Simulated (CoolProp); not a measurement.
Properties of methane at several states (Tc = 190.6 K, pc = 4.599 MPa, ω = 0.011).

Values from CoolProp's reference Helmholtz-energy equation of state, Setzmann 1991.

```csv
T (K),p (MPa),phase,density (kg/m³),cv (kJ/(kg K)),speed of sound (m/s),fugacity coefficient
275.9,2.07,gas,15.19,___,___,0.9540
437,11.5,supercritical,51.36,___,549.8,0.9797
305.1,0.29,gas,1.842,1.727,___,0.9954
526.9,15,supercritical,53.62,2.507,609.9,1.016
```

### Question
What belongs in the gaps?

### Answer

- 275.9, cv (kJ/(kg K)): 1.688
- 275.9, speed of sound (m/s): 424.5
- 437, cv (kJ/(kg K)): 2.179
- 305.1, speed of sound (m/s): 452.7
